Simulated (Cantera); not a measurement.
An adiabatic, constant-pressure homogeneous reactor starts with H2 : O2 : N2 = 1 : 0.357 : 3.25 (molar parts), equivalence ratio 1.4, at 1775 K and 0.395 atm. Integrator tolerance rtol = 1e-08.

Model: GRI-Mech 3.0 (53 species, 325 reactions), integrated in Cantera.

```csv
quantity,before,after
time of steepest temperature rise,25.8 µs,52.6 µs
temperature at 2.00 s,2625 K,2496 K
equilibrium temperature,2625 K,2496 K
x(H2) at 2.00 s,0.0683 (gas-phase equilibrium 0.0683),0.0667 (gas-phase equilibrium 0.0667)
x(O2) at 2.00 s,0.00135 (gas-phase equilibrium 0.00135),0.000488 (gas-phase equilibrium 0.000488)
x(N2O) at 2.00 s,7.65e-8 (gas-phase equilibrium 7.65e-8),3.72e-8 (gas-phase equilibrium 3.72e-8)
x(OH) at 2.00 s,0.00915 (gas-phase equilibrium 0.00915),0.00497 (gas-phase equilibrium 0.00497)
x(NO) at 2.00 s,0.00223 (gas-phase equilibrium 0.00223),0.00108 (gas-phase equilibrium 0.00108)
x(H) at 2.00 s,0.0176 (gas-phase equilibrium 0.0176),0.0101 (gas-phase equilibrium 0.0101)
x(HO2) at 2.00 s,4.30e-7 (gas-phase equilibrium 4.30e-7),1.50e-7 (gas-phase equilibrium 1.50e-7)
```

Q: Which change was made?
A. initial temperature 1775 to 1523 K
B. pressure from 0.395 atm to 3.06 atm
C. pressure from 0.395 atm to 16.8 atm
D. N2 3.25 to 1.7 parts

A: A, initial temperature 1775 to 1523 K
